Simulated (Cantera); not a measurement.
A freely propagating, adiabatic, planar premixed flame of 10.7 % CH4, 0.449 % H2, 18.0 % O2, 67.7 % N2, 3.21 % H2O, unburnt at 623 K and 0.217 atm; mixture-averaged transport, grid criteria slope 0.08 and curve 0.16, no radiation.

Cantera simulation using GRI-Mech 3.0 (53 species, 325 reactions); the numbers are that mechanism's predictions, not measurements. Burning velocities carry a grid error of a few per cent, more on coarse grids.

x: mole fraction of selected species; z is measured from the peak of heat release.

```
z (mm)  T (K)  u (m/s)    x CH4        x H2        x O2        x CO      x C2H6    x CH2
------  -----  -------  -------  ----------  ----------  ----------  ----------  -------
-3.93     623     1.65    0.107     0.00569       0.179     1.09e-6     2.43e-8    <1e-8
-2.62     624     1.66    0.106  (withheld)       0.179  (withheld)  (withheld)    <1e-8
-1.96     630     1.68    0.106      0.0123       0.178    0.000140     7.33e-6    <1e-8
-1.31     685     1.84    0.101      0.0205       0.173     0.00158    0.000130    <1e-8
-0.655   1059     2.91   0.0723      0.0355       0.142      0.0166     0.00140  1.17e-6
-0.327   1448     4.03   0.0391      0.0431       0.101      0.0388     0.00111  2.47e-5
0        1799     5.07   0.0104      0.0449      0.0542      0.0620     9.84e-5  9.53e-5
0.327    1958     5.53  0.00116      0.0396      0.0255      0.0675     9.83e-7  4.48e-5
0.655    1995     5.63  7.24e-5      0.0354      0.0140      0.0618       <1e-8  4.71e-6
1.31     2014     5.66  2.26e-7      0.0344     0.00852      0.0528       <1e-8  1.93e-8
2.62     2032     5.69    <1e-8      0.0352     0.00716      0.0480       <1e-8    <1e-8
5.24     2057     5.75    <1e-8      0.0349  (withheld)      0.0471       <1e-8    <1e-8
10.5     2094     5.84    <1e-8      0.0340     0.00546      0.0468       <1e-8    <1e-8
```

Task: Some entries are withheld; supply them.

Result: 
- -2.62, x H2: 0.00848
- -2.62, x CO: 2.31e-5
- -2.62, x C2H6: 9.00e-7
- 5.24, x O2: 0.00643
